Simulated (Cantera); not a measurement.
# Ignition delay

Mixture: 5.26 % CH4, 0.468 % C2H6, 17.9 % O2, 73.1 % N2, 3.31 % H2, at 19.0 bar, adiabatic and at constant volume. Ignition delay is the time to a rise of 400 K.

Cantera simulation using GRI-Mech 3.0 (53 species, 325 reactions); the numbers are that mechanism's predictions, not measurements. The pressure lies above the range GRI-Mech 3.0 was tuned for (to about 10 atm).

```csv
T0 (K),delay (ms)
1250,0.140
1300,0.0744
1350,0.0436
1400,0.0276
1450,0.0185
1500,0.0130
1550,0.00932
1600,0.00685
1650,0.00512
```

```yaml
apparent activation energy between 1550 and 1650 K: 130 kJ/mol
```
